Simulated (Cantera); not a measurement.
Mixture: CH₃OH : O₂ : N₂ = 1 : 3.41 : 12.8 (molar parts), equivalence ratio 0.44, at 2.00 bar, adiabatic and at constant volume. Ignition delay is the time to a rise of 400 K.

Detailed kinetics in Cantera: GRI-Mech 3.0 (53 species, 325 reactions). GRI-Mech 3.0 was tuned for natural gas; its chemistry of methanol as a main component is partial and can be far from experiment.

Predict: delay at 1173 K; delay at 1223 K; delay at 1273 K; delay at 1323 K; delay at 1373 K; delay at 1423 K; apparent activation energy between 1323 and 1423 K.


```
Item                                                    Result
--------------------------------------------------  ----------
delay at 1173 K                                        9.61 ms
delay at 1223 K                                        4.20 ms
delay at 1273 K                                        1.98 ms
delay at 1323 K                                       0.997 ms
delay at 1373 K                                       0.537 ms
delay at 1423 K                                       0.307 ms
apparent activation energy between 1323 and 1423 K  180 kJ/mol
```
